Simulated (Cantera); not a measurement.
Cantera run:

```python
import numpy as np
import cantera as ct

gas_names = """
    C CO CO2 C2 C2O C3 C3O2 C4 C5 Mg MgO Mg2 O O2 O3
""".split()
cond_names = """
    C(gr) Mg(cr) Mg(L) MgCO3(s) MgO(s) MgO(L)
""".split()


# ... load() reads the species with a 1 bar reference pressure and builds the phases ...
atoms = {
    'MgCO3': {'Mg': 1, 'C': 1, 'O': 3},
    'CO2': {'C': 1, 'O': 2},
}
top_T = {'C(gr)': 4500}  # K; cautious upper limits of use, not melting points


# ... equilibrate(T, P, feed) seeds the gas with the atoms and calls Mixture.equilibrate('TP', solver="vcs", rtol=1e-11, max_steps=5000) ...
results = []
feed = {'MgCO3': 1, 'CO2': 6.6}  # mol
P = 100000  # Pa
for T in [650, 700, 750, 800, 850, 900, 950, 1000]:
    mix = equilibrate(T, P, feed)
    results.append((T, P, feed, dict(zip(mix.species_names, mix.species_moles))))

top = {s: max(r[3][s] / sum(r[3][g] for g in gas_names) for r in results) for s in gas_names}
cols = sorted((s for s in top if top[s] > 1e-06), key=lambda s: -top[s])[:5]
seen = [c for c in cond_names if any(r[3].get(c, 0) > 1e-12 for r in results)]
print("log10 of partial pressures in bar; condensed amounts in mol")
print(f"{'T/K':>10s}" + "".join(f"{s[:9]:>10s}" for s in cols + seen))
for T, P, feed, n in results:
    ng = sum(n[g] for g in gas_names)
    print(f"{T:10.4g}" + "".join(f"{np.log10(max(n[s] / ng * P / 1e5, 1e-99)):10.3f}" for s in cols)
          + "".join(f"{n.get(c, 0):10.4g}" for c in seen))
```

Output:

```
log10 of partial pressures in bar; condensed amounts in mol
       T/K       CO2  MgCO3(s)    MgO(s)
       650    -0.000         1         0
       700    -0.000         0         1
       750    -0.000         0         1
       800    -0.000         0         1
       850    -0.000         0         1
       900    -0.000         0         1
       950    -0.000         0         1
      1000    -0.000         0         1
```

Equilibrium computed with Cantera from the NASA thermochemical tables; the gas is ideal and each condensed phase is pure.
